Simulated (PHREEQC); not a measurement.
A solution holds 3.4 mol NaCl and 0.0072 mol Na2B4O7 per kg of water, at 25 °C. Closed to the air; pH follows from the charge balance.

Computed with PHREEQC (Pitzer model, pitzer.dat).

| quantity | before | after |
|---|---|---|
| pH | 8.48 | 8.99 |
| SI of Halite (NaCl) | -0.78 | -2.83 |

Task: Name the change that produced these shifts.
A. Na2B4O7 left out
B. diluted 2-fold with water
C. Na2B4O7 from 0.0072 to 0.0108 mol/kgw
D. diluted 10-fold with water

Result: D, diluted 10-fold with water

Precipitation was switched off in this run. In brines, pH and single-ion activities rest on the MacInnes convention.
